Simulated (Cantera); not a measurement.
Stirred combustor or abatement burner

A perfectly stirred reactor is fed with 8.80 % CH₄, 1.94 % C₂H₆, 18.8 % O₂, 70.5 % N₂, equivalence ratio 1.3, at 5.00 bar; it is adiabatic with a 800 K inlet, and is followed from long to short residence time, starting on the burning branch (τ in s: 0.048, 0.023, 0.011, 0.0056, 0.0028, 0.0013, 0.00066, 0.00032, 0.00016, 7.8e-05).

Model: GRI-Mech 3.0 (53 species, 325 reactions), integrated in Cantera.

```tsv
τ (s)	T (K)	x CH₄	x C₂H₆	x O₂	x H₂	x CH₂CO
0.048	2429	5.95e-6	2.61e-8	0.000109	0.0389	2.44e-8
0.023	2427	1.10e-5	5.37e-8	0.000139	0.0389	4.90e-8
0.011	2424	1.89e-5	1.10e-7	0.000194	0.0389	9.60e-8
0.0056	2419	2.94e-5	2.10e-7	0.000280	0.0389	1.73e-7
0.0028	2413	4.40e-5	4.03e-7	0.000424	0.0390	3.06e-7
0.0013	2402	6.67e-5	8.21e-7	0.000687	0.0391	5.58e-7
0.00066	2390	9.69e-5	1.53e-6	0.00106	0.0392	9.33e-7
0.00032	2373	0.000149	2.98e-6	0.00169	0.0394	1.63e-6
0.00016	2352	0.000239	5.70e-6	0.00265	0.0396	2.90e-6
7.8e-5	2324	0.000423	1.16e-5	0.00436	0.0398	5.77e-6
```
x: mole fraction; the columns are a selection and need not sum to one.
